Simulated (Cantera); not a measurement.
Feed: 1 mol ZrO2, 48 mol H2, 15 mol N2, equilibrated at 2023.15 K and 1 atm.

Method: chemical equilibrium by Gibbs-energy minimisation in Cantera with the NASA 1993 tables (ideal gas, pure condensed phases). Candidate condensed phases: H2O, Zr, ZrN, ZrO2; 28 gas species. Mutual solubility and eutectic melting of coexisting phases are not modelled. ZrN: taken at fixed stoichiometry. Condensed phases not in the tables: solid solutions among these carbides, nitrides and lower oxides. The numbers say what is thermodynamically allowed, not how fast it happens.

Base state: H2 0.760, N2 0.238, H 0.00165, H2O 0.000146 (mole fractions); condensed: ZrN(s) + ZrO2(tetragonal).

Problem. What changes in the equilibrium state with this change: temperature from 2023.15 K to 1900 K?

Solution. 
| species | before | after |
|---|---|---|
| H2 | 0.760 | 0.761 |
| N2 | 0.238 | 0.238 |
| H | 0.00165 | 0.000688 |
| H2O | 0.000146 | 9.59e-5 |
| ZrN(s), mol | 0.00461 | 0.00302 |
| ZrO2(tetragonal), mol | 0.995 | 0.997 |

Problem. What changes in the equilibrium state with this change: temperature from 2023.15 K to 1350 K?

Solution. 
```
species                  before     after
---------------------  --------  --------
H2                        0.760     0.762
N2                        0.238     0.238
NH3                     6.34e-6   3.36e-5
H                       0.00165   2.07e-6
H2O                    0.000146   5.45e-6
ZrN(s), mol             0.00461  0.000172
ZrO2(tetragonal), mol     0.995         0
ZrO2(monoclinic), mol         0     1.000
```

Problem. What changes in the equilibrium state with this change: ZrO2 replaced by Fe3O4?

Solution. 
```json
[
 {"species": "H2", "before": "0.760", "after": "0.697"},
 {"species": "N2", "before": "0.238", "after": "0.238"},
 {"species": "H2O", "before": "0.000146", "after": "0.0634"},
 {"species": "Fe", "before": "0", "after": "0.000465"},
 {"species": "OH", "before": "3.30e-8", "after": "1.49e-5"},
 {"species": "H", "before": "0.00165", "after": "0.00158"},
 {"species": "ZrN(s), mol", "before": "0.00461", "after": "0"},
 {"species": "ZrO2(tetragonal), mol", "before": "0.995", "after": "0"},
 {"species": "Fe(l), mol", "before": "0", "after": "2.97"}
]
```
Further candidate phases: Fe, FeO, Fe(OH)2, Fe(OH)3, Fe2O3, Fe3O4.
